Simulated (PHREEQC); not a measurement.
Dissolve 0.04 mol/kgw Fe2(SO4)3 and 0.00014 mol/kgw Na2CO3 at 80 °C. Closed to the air; pH follows from the charge balance.

All values are PHREEQC results (ion-association model, phreeqc.dat), not measurements.

This is a speciation only: nothing precipitates in the calculation.

### Question
What pH, ionic strength does the model give?

### Answer
pH 2.42; ionic strength 0.187 mol/kgw.

### Question
In which forms is Na present?

### Answer
Na+ 94 %, NaSO4- 5.9 % of the Na.

The solution is supersaturated, for example in Hematite (slow to form), Goethite (slow to form), so a real one may precipitate; this is no full list. Species that the database lacks are ignored. Constants without temperature data keep their 25 °C values here.
